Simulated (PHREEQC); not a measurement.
Nickel, zinc or cadmium bath: an equilibrium model

Dissolve 0.048 mol ZnCl2 and 0.375 mol NaOH per kg of water at 25 °C. Closed to the air; pH follows from the charge balance.

Computed with PHREEQC (ion-association model, wateq4f.dat).

This is a speciation only: nothing precipitates in the calculation.

### Question
Estimate the pH, activity of water.

### Answer
pH 13.10; activity of water 0.988.

### Question
In which forms is Zn present?

### Answer
Zn(OH)4-2 83 %, Zn(OH)3- 17 % of the Zn.

The solution is supersaturated, for example in Zn(OH)2-e, Zn(OH)2-a, so a real one may precipitate; this is no full list. Complexes and solids missing from the database can't appear.
